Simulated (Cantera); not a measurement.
Input: 1 mol AlCl3, 0.51 mol N2, 2.5 mol H2O, held at 21.0 Pa.

Cantera equilibrium calculation (NASA polynomials, part measured and part estimated; ideal gas, pure solids and liquids). Candidate condensed phases: Al, AlCl3, AlN, Al2O3, H2O, NH4Cl; 45 gas species. The numbers say what is thermodynamically allowed, not how fast it happens.

x: gas mole fraction; n: condensed amount in mol.

```
T (K)  x HCl  x H2O   x N2      x Cl      x H2  x H      x OH  n Al2O3(s)
-----  -----  -----  -----  --------  --------  ---  --------  ----------
1225   0.664  0.222  0.113  0.000668  0.000339  [?]   2.36e-6       0.500
1275   0.664  0.222  0.113   0.00117  0.000596  [?]   5.37e-6       0.500
1325   0.663  0.221  0.113   0.00198   0.00100  [?]   1.15e-5       0.500
1375   0.661  0.221  0.113   0.00320   0.00163  [?]   2.33e-5       0.500
1425   0.658  0.221  0.113   0.00502   0.00256  [?]   4.50e-5       0.500
1475   0.655  0.221  0.113   0.00762   0.00389  [?]   8.30e-5       0.500
1525   0.650  0.220  0.112    0.0112   0.00574  [?]  0.000147       0.500
1575   0.643  0.219  0.112    0.0161   0.00825  [?]  0.000252       0.500
1625   0.635  0.218  0.112    0.0226    0.0116  [?]  0.000416       0.500
1675   0.623  0.217  0.111    0.0310    0.0158  [?]  0.000668       0.500
```

Q: What belongs in the gaps?

A: 
- 1225, x H: 3.96e-7
- 1275, x H: 1.24e-6
- 1325, x H: 3.58e-6
- 1375, x H: 9.55e-6
- 1425, x H: 2.38e-5
- 1475, x H: 5.58e-5
- 1525, x H: 0.000124
- 1575, x H: 0.000261
- 1625, x H: 0.000524
- 1675, x H: 0.00101
